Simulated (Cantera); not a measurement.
A closed system holds: 1 mol Si2Cl6, 13 mol H2, held at 1425 °C and 75.0 Torr.

Equilibrium computed with Cantera from the NASA thermochemical tables; the gas is ideal and each condensed phase is pure. Candidate condensed phases: Si; 19 gas species. The feed counts by its element totals alone. The tables' values for SiCl3, SiCl are old estimates; treat these amounts as uncertain. Gases not in the tables: Si2H6 and higher silanes. Rates play no part.

Base state: H2 0.741, HCl 0.148, SiCl2 0.106, SiCl3 0.00466, SiCl4 0.000406, H 0.000394, SiHCl3 0.000392, SiH2Cl2 6.60e-5 (mole fractions); condensed: Si(l).

### Question
What changes in the equilibrium state with this change: temperature from 1425 °C to 575 °C?

### Answer
```
species       before    after
----------  --------  -------
H2             0.741    0.885
SiCl4       0.000406   0.0815
SiHCl3      0.000392   0.0280
HCl            0.148  0.00419
SiCl2          0.106  2.35e-5
H           0.000394    <1e-9
Cl           6.10e-5    <1e-9
SiCl         5.85e-5    <1e-9
Si(l), mol     0.224        0
Si(s), mol         0    0.407
```
The tables' values for SiCl3 are old estimates; treat these amounts as uncertain.
